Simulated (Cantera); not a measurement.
## Thermodynamics of halide evaporation, hydrolysis and transport, feed PbI₂ + H₂

Feed: 1 mol PbI₂, 0.6 mol H₂, held at 10.0 mbar.

Equilibrium computed with Cantera from the NASA thermochemical tables; the gas is ideal and each condensed phase is pure. Candidate condensed phases: I₂, Pb, PbI₂; 10 gas species. The tables' values for PbI₄ are old estimates; treat these amounts as uncertain. Equilibrium is a limit: real reactors are often held back by kinetics, nucleation or transport.

From 1525 K to 2125 K nothing is condensed. The main Pb-bearing gas is PbI at 1525 K and Pb at 2125 K.

```csv
T (K),log p I,log p Pb,log p H₂,log p PbI,log p PbI₂,log p HI,log p H,log p I₂
1525,-2.43,-2.88,-2.70,-2.80,-3.08,-3.30,-5.98,-5.12
1600,-2.36,-2.74,-2.74,-2.91,-3.47,-3.39,-5.64,-5.23
1675,-2.32,-2.66,-2.77,-3.08,-3.92,-3.49,-5.32,-5.38
1750,-2.29,-2.62,-2.78,-3.28,-4.39,-3.59,-5.02,-5.54
1825,-2.28,-2.59,-2.79,-3.49,-4.85,-3.68,-4.75,-5.71
1900,-2.27,-2.58,-2.79,-3.70,-5.30,-3.77,-4.50,-5.87
1975,-2.27,-2.57,-2.80,-3.90,-5.72,-3.86,-4.26,-6.02
2050,-2.27,-2.57,-2.80,-4.08,-6.12,-3.94,-4.04,-6.17
2125,-2.27,-2.56,-2.81,-4.26,-6.50,-4.02,-3.84,-6.31
```
log p: log10 of the partial pressure in bar; nothing condenses.
